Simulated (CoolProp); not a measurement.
Vapour-liquid equilibrium of acetone (1) + benzene (2) at 0.0131 MPa; x and y are mole fractions of (1).

Computed with CoolProp (multi-fluid Helmholtz-energy mixture model, Lemmon 2006 and Thol 2012; pair parameters Bell 2016).

```
x     bubble temperature (°C)  y at the bubble point  dew temperature at overall composition x (°C)  liquid density (mol/L)
----  -----------------------  ---------------------  ---------------------------------------------  ----------------------
0.05                     22.9                  0.161                                           24.9                   11.30
0.15                     19.0                  0.372                                           23.1                   11.54
0.25                     16.2                  0.505                                           21.3                   11.78
0.35                     14.1                  0.601                                           19.4                   12.02
0.45                     12.4                  0.677                                           17.3                   12.26
0.55                     11.1                  0.741                                           15.2                   12.52
0.65                      9.9                  0.800                                           13.0                   12.79
0.75                      8.9                  0.856                                           10.9                   13.08
0.85                      7.9                  0.912                                            9.0                   13.38
0.95                      7.1                  0.970                                            7.3                   13.69
```

No azeotrope shows between x = 0.05 and 0.95.

Pair parameters are fitted to limited data, so mixtures are less certain than the pure fluids.
